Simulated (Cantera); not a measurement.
A perfectly stirred reactor is fed with CH3OH : O2 : N2 = 1 : 3.19 : 12 (molar parts), at 14.0 bar; it is adiabatic with a 450 K inlet, and is followed from long to short residence time, starting on the burning branch (τ in s: 0.072, 0.035, 0.017, 0.0082, 0.004, 0.0019, 0.00093, 0.00045, 0.00022, 0.00011, 5.1e-05, 2.5e-05).

Computed with Cantera and GRI-Mech 3.0 (53 species, 325 reactions). GRI-Mech 3.0 was tuned for natural gas; its chemistry of methanol as a main component is partial and can be far from experiment. The pressure lies above the range GRI-Mech 3.0 was tuned for (to about 10 atm).

**Question.** Predict: blow-out, bracketed by the residence times tried; x(CH3OH) at τ = 72.0 ms; x(O2) at τ = 72.0 ms; x(HO2) at τ = 72.0 ms; x(CH3OH) at τ = 0.930 ms; x(O2) at τ = 0.930 ms.

**Answer.** 
| Item | Value |
|---|---|
| blow-out, bracketed by the residence times tried | burning at 1.90 ms, out at 0.930 ms |
| x(CH3OH) at τ = 72.0 ms | 4.48e-6 |
| x(O2) at τ = 72.0 ms | 0.101 |
| x(HO2) at τ = 72.0 ms | 2.94e-6 |
| x(CH3OH) at τ = 0.930 ms | 0.0618 |
| x(O2) at τ = 0.930 ms | 0.197 |
